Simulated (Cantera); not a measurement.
**Reactions in the system N-Nb-O**

Standard-state values (1 bar) from the NASA 1993 polynomials, evaluated with Cantera. Values are per mole of reaction as written; species without (g) are pure solids or liquids, kept so even where they would boil at 1 bar.

N2(g) + Nb2O5 ⇌ 2 NbO2(g) + N2O(g)

```
T (K)  ΔH° (kJ)  ΔS° (J/K)  ΔG° (kJ)  log10 K
-----  --------  ---------  --------  -------
2375     1356.1      278.7     694.2   -15.27
2475     1346.0      274.5     666.5   -14.07
2575     1336.0      270.6     639.3   -12.97
2675     1325.9      266.7     612.4   -11.96
2775     1315.8      263.0     585.9   -11.03
```
